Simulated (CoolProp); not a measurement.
Values from CoolProp's reference Helmholtz-energy equation of state, Thol 2017.

Q: Give the vapour pressure (MPa), liquid density (kg/m³), surface tension (mN/m) of saturated decamethyltetrasiloxane (MD2M) at 333.8, 378 K.

A: 
```
T (K)   p (MPa)  liquid density (kg/m³)  surface tension (mN/m)
-----  --------  ----------------------  ----------------------
333.8  0.000613                     813                    14.5
378     0.00568                     768                    11.2
```

Surface tension comes from a separate correlation (Mulero 2014), older than this fluid's equation and unchecked against measurements.
